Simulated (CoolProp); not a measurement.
Properties of octamethylcyclotetrasiloxane (D4) along the isotherm 157.85 °C.

Computed with CoolProp (reference Helmholtz-energy equation of state, Thol 2015).

| p (bar) | phase | density (kg/m³) | cv (kJ/(kg K)) | Joule-Thomson coefficient (K/MPa) |
|---|---|---|---|---|
| 10.4 | liquid | 794.1 | 1.670 | -0.1894 |
| 20.7 | liquid | 798.3 | 1.670 | -0.2055 |
| 31.1 | liquid | 802.4 | 1.670 | -0.2197 |
| 41.5 | liquid | 806.2 | 1.670 | -0.2323 |
| 51.8 | liquid | 809.8 | 1.670 | -0.2434 |
| 62.2 | liquid | 813.3 | 1.669 | -0.2534 |
| 72.5 | liquid | 816.6 | 1.669 | -0.2624 |
| 82.9 | liquid | 819.8 | 1.669 | -0.2706 |
| 93.3 | liquid | 822.8 | 1.669 | -0.2782 |
| 104 | liquid | 825.9 | 1.669 | -0.2852 |
| 114 | liquid | 828.6 | 1.670 | -0.2913 |
| 124 | liquid | 831.3 | 1.670 | -0.2969 |
| 135 | liquid | 834.2 | 1.670 | -0.3026 |
